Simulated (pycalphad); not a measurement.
CALPHAD calculation (pycalphad, COST 507 light-alloy database (1999)), 1 atm. The data set is of 1999 and partly superseded. Kinetics are ignored, which matters at the lower temperatures.

Molar enthalpy of Ti-0.21Si (at.%) in equilibrium (SER reference):

```tsv
T (K)	H (kJ/mol)	phases
2600	100.08	LIQUID
2500	95.45	LIQUID
2400	90.83	LIQUID
2300	86.20	LIQUID
2200	81.58	LIQUID
2100	76.95	LIQUID
2000	72.33	LIQUID
1900	53.90	BCC_A2
1800	50.26	BCC_A2
1700	46.76	BCC_A2
1600	43.40	BCC_A2
1500	40.15	BCC_A2
1400	37.01	BCC_A2
1300	33.96	BCC_A2
1200	30.98	BCC_A2
1100	23.56	HCP_A3
1000	20.23	HCP_A3
900	16.99	HCP_A3
800	13.85	HCP_A3
700	10.80	HCP_A3
600	7.84	HCP_A3
500	4.98	HCP_A3
```

Cooling from 2000 K to 1900 K, across the freezing range, releases 18.4 kJ/mol, or 385 J/g. The slope is 46 J/(mol K) in the liquid and 36 J/(mol K) just below the solidus, where it includes any heat of precipitation. Liquidus 1937 K, solidus 1913 K. Changes were sought between steps of 100 K, so a narrower field can be missed.

BCC_A2 is bcc; HCP_A3 is hcp.
